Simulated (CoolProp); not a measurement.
The fluid at 293.15 K and 2.19 MPa flows at 0.93 m/s in a round tube of 25 mm bore and 1.5 µm roughness, fully developed (64/Re and Nu = 3.66 if laminar; Colebrook and Gnielinski if turbulent). The same conditions are run with several fluids, on thermodynamics alone (safety and materials aside).

Values from CoolProp's reference Helmholtz-energy equation of state of each fluid (propylene: Lemmon 2013; R141b: Lemmon 2006; n-hexane: Thol 2019; R407C: Lemmon 2003; R123: Younglove 1994). Blends and air are pseudo-pure fits.

Problem. Rank propylene, R141b, n-hexane, R407C, R123 by Reynolds number, highest first.

Solution. R407C (164000), propylene (119000), R123 (75800), R141b (65600), n-hexane (48000)

```csv
fluid,Darcy friction factor,pressure drop (Pa/m),heat-transfer coefficient (W/(m² K)),mass flow (kg/h)
propylene,0.0177,159,1900,852
R141b,0.0199,430,1400,2050
n-hexane,0.0213,244,1450,1090
R407C,0.0167,337,2120,1920
R123,0.0193,496,1380,2440
```

Transport values come from each fluid's own correlations; those of propylene, R141b are estimates that may be off by 10 % or more.
